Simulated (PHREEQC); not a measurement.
Make-up at 87 °C: 0.26 mol K2CO3, 0.00089 mol KOH and 0.00015 mol KCl per kg of water. Closed to the air; pH follows from the charge balance.

Computed with PHREEQC (ion-association model, wateq4f.dat).

```
Property                   Value
-----------------  -------------
pH                         10.59
ionic strength     0.759 mol/kgw
activity of water          0.986
total alkalinity      521 meq/kg
```

```tsv
species	molality	activity	log γ
K+	0.521	0.302	-0.237
CO3-2	0.238	0.0396	-0.779
OH-	0.0224	0.0126	-0.249
HCO3-	0.0215	0.0137	-0.195
Cl-	0.000150	8.69e-5	-0.237
CO2	6.96e-7	8.28e-7	0.076
```

Precipitation was switched off in this run. Ionic strength above about 0.7 mol/kgw puts this run outside the model's range. Constants without temperature data keep their 25 °C values here.
